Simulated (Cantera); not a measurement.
Si + HCl + H₂ (chlorosilane synthesis and conversion)

Input: 1 mol Si, a varied amount of HCl, 4.4 mol H₂, equilibrated at 1398 K and 0.133 bar.

These are equilibrium values from Cantera (NASA tables, ideal gas, pure condensed phases), not measurements of a reactor. Candidate condensed phases: Si; 19 gas species. The tables' values for SiCl₃ are old estimates; treat these amounts as uncertain. Kinetics and transport are ignored.

```json
[
 {"n(HCl) (mol)": "0.65", "log p H₂": "-0.92", "log p HCl": "-2.00", "log p SiCl₂": "-2.62", "log p SiCl₄": "-3.67", "log p SiCl₃": "-3.46", "log p SiHCl₃": "-3.74", "log p SiH₂Cl₂": "-4.63", "log p H": "-5.78", "n Si(s)": "0.880"},
 {"n(HCl) (mol)": "0.82", "log p H₂": "-0.93", "log p HCl": "-1.95", "log p SiCl₂": "-2.51", "log p SiCl₄": "-3.45", "log p SiCl₃": "-3.30", "log p SiHCl₃": "-3.58", "log p SiH₂Cl₂": "-4.53", "log p H": "-5.79", "n Si(s)": "0.835"},
 {"n(HCl) (mol)": "1", "log p H₂": "-0.94", "log p HCl": "-1.92", "log p SiCl₂": "-2.42", "log p SiCl₄": "-3.28", "log p SiCl₃": "-3.17", "log p SiHCl₃": "-3.46", "log p SiH₂Cl₂": "-4.45", "log p H": "-5.79", "n Si(s)": "0.785"},
 {"n(HCl) (mol)": "1.3", "log p H₂": "-0.95", "log p HCl": "-1.87", "log p SiCl₂": "-2.32", "log p SiCl₄": "-3.08", "log p SiCl₃": "-3.01", "log p SiHCl₃": "-3.31", "log p SiH₂Cl₂": "-4.36", "log p H": "-5.80", "n Si(s)": "0.701"},
 {"n(HCl) (mol)": "1.6", "log p H₂": "-0.96", "log p HCl": "-1.84", "log p SiCl₂": "-2.25", "log p SiCl₄": "-2.93", "log p SiCl₃": "-2.90", "log p SiHCl₃": "-3.20", "log p SiH₂Cl₂": "-4.30", "log p H": "-5.80", "n Si(s)": "0.614"},
 {"n(HCl) (mol)": "2", "log p H₂": "-0.97", "log p HCl": "-1.81", "log p SiCl₂": "-2.18", "log p SiCl₄": "-2.79", "log p SiCl₃": "-2.80", "log p SiHCl₃": "-3.10", "log p SiH₂Cl₂": "-4.24", "log p H": "-5.81", "n Si(s)": "0.497"},
 {"n(HCl) (mol)": "2.5", "log p H₂": "-0.98", "log p HCl": "-1.78", "log p SiCl₂": "-2.11", "log p SiCl₄": "-2.66", "log p SiCl₃": "-2.70", "log p SiHCl₃": "-3.01", "log p SiH₂Cl₂": "-4.19", "log p H": "-5.82", "n Si(s)": "0.349"},
 {"n(HCl) (mol)": "3.1", "log p H₂": "-1.00", "log p HCl": "-1.76", "log p SiCl₂": "-2.06", "log p SiCl₄": "-2.54", "log p SiCl₃": "-2.61", "log p SiHCl₃": "-2.93", "log p SiH₂Cl₂": "-4.15", "log p H": "-5.82", "n Si(s)": "0.171"}
]
```
log p: log10 of the partial pressure in bar; n: condensed amount in mol.

From 0.65 mol HCl to 3.1 mol HCl the condensed part is Si(s). The main Si-bearing gas is SiCl₂ throughout. The share of Si in condensed phases is highest at 0.65 mol HCl (88.0 %) and lowest at 3.1 mol HCl (17.1 %).
